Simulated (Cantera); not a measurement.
What does this Cantera script print?

```python
import numpy as np
import cantera as ct

gas_names = """
    C CO CO2 C2 C2O C3 C3O2 C4 C5 O O2 O3 Pb PbO Pb2
""".split()
cond_names = """
    C(gr) Pb(cr) Pb(L) PbO(rd) PbO(yw) PbO(L) PbO2(s) Pb3O4(s)
""".split()


# ... load() reads the species with a 1 bar reference pressure and builds the phases ...
atoms = {
    'Pb': {'Pb': 1},
    'CO2': {'C': 1, 'O': 2},
    'CO': {'C': 1, 'O': 1},
}
top_T = {'C(gr)': 4500, 'Pb3O4(s)': 820}  # K; cautious upper limits of use, not melting points


# ... equilibrate(T, P, feed) seeds the gas with the atoms and calls Mixture.equilibrate('TP', solver="vcs", rtol=1e-11, max_steps=5000) ...
results = []
feed = {'Pb': 1, 'CO2': 0.048, 'CO': 0.36}  # mol
P = 1333.22  # Pa
for T in [1200, 1250, 1300, 1350, 1400, 1450, 1500, 1550, 1600, 1650, 1700, 1750, 1800, 1850]:
    mix = equilibrate(T, P, feed)
    results.append((T, P, feed, dict(zip(mix.species_names, mix.species_moles))))
    x = sorted(zip(gas.X, gas.species_names), reverse=True)
    print(f"T = {T:g} K  P = {P:g} Pa  gas = {mix.phase_moles(0):.4g} mol")
    print("   x: " + "  ".join(f"{s} {v:.3e}" for v, s in x if v > 1e-06))
    print("   condensed (mol): " + ("  ".join(f"{mix.phase(i).name} {mix.phase_moles(i):.4g}"
          for i in range(1, mix.n_phases) if mix.phase_moles(i) > 1e-12) or "none"))
```

It prints:

```
T = 1200 K  P = 1333.22 Pa  gas = 0.4287 mol
   x: CO 8.398e-01  CO2 1.120e-01  Pb 4.824e-02  Pb2 1.798e-06
   condensed (mol): Pb(L) 0.9793
T = 1250 K  P = 1333.22 Pa  gas = 0.4535 mol
   x: CO 7.938e-01  CO2 1.058e-01  Pb 1.003e-01  Pb2 6.094e-06  PbO 1.106e-06
   condensed (mol): Pb(L) 0.9545
T = 1300 K  P = 1333.22 Pa  gas = 0.508 mol
   x: CO 7.087e-01  Pb 1.968e-01  CO2 9.448e-02  Pb2 1.874e-05  PbO 3.857e-06
   condensed (mol): Pb(L) 0.9
T = 1350 K  P = 1333.22 Pa  gas = 0.6446 mol
   x: CO 5.585e-01  Pb 3.670e-01  CO2 7.445e-02  Pb2 5.286e-05  PbO 1.223e-05
   condensed (mol): Pb(L) 0.7634
T = 1400 K  P = 1333.22 Pa  gas = 1.179 mol
   x: Pb 6.536e-01  CO 3.055e-01  CO2 4.069e-02  Pb2 1.381e-04  PbO 3.561e-05
   condensed (mol): Pb(L) 0.2293
T = 1450 K  P = 1333.22 Pa  gas = 1.408 mol
   x: Pb 7.100e-01  CO 2.558e-01  CO2 3.403e-02  Pb2 1.359e-04  PbO 6.105e-05
   condensed (mol): none
T = 1500 K  P = 1333.22 Pa  gas = 1.408 mol
   x: Pb 7.100e-01  CO 2.558e-01  CO2 3.400e-02  Pb2 1.147e-04  PbO 9.338e-05
   condensed (mol): none
T = 1550 K  P = 1333.22 Pa  gas = 1.408 mol
   x: Pb 7.100e-01  CO 2.558e-01  CO2 3.396e-02  PbO 1.387e-04  Pb2 9.781e-05
   condensed (mol): none
T = 1600 K  P = 1333.22 Pa  gas = 1.408 mol
   x: Pb 7.099e-01  CO 2.559e-01  CO2 3.389e-02  PbO 2.008e-04  Pb2 8.420e-05
   condensed (mol): none
T = 1650 K  P = 1333.22 Pa  gas = 1.408 mol
   x: Pb 7.098e-01  CO 2.560e-01  CO2 3.381e-02  PbO 2.837e-04  Pb2 7.310e-05
   condensed (mol): none
T = 1700 K  P = 1333.22 Pa  gas = 1.408 mol
   x: Pb 7.098e-01  CO 2.561e-01  CO2 3.370e-02  PbO 3.919e-04  Pb2 6.395e-05
   condensed (mol): none
T = 1750 K  P = 1333.22 Pa  gas = 1.408 mol
   x: Pb 7.096e-01  CO 2.562e-01  CO2 3.356e-02  PbO 5.304e-04  Pb2 5.634e-05
   condensed (mol): none
T = 1800 K  P = 1333.22 Pa  gas = 1.408 mol
   x: Pb 7.095e-01  CO 2.564e-01  CO2 3.339e-02  PbO 7.042e-04  Pb2 4.996e-05
   condensed (mol): none
T = 1850 K  P = 1333.22 Pa  gas = 1.408 mol
   x: Pb 7.093e-01  CO 2.566e-01  CO2 3.317e-02  PbO 9.182e-04  Pb2 4.455e-05
   condensed (mol): none
```

Equilibrium computed with Cantera from the NASA thermochemical tables; the gas is ideal and each condensed phase is pure.
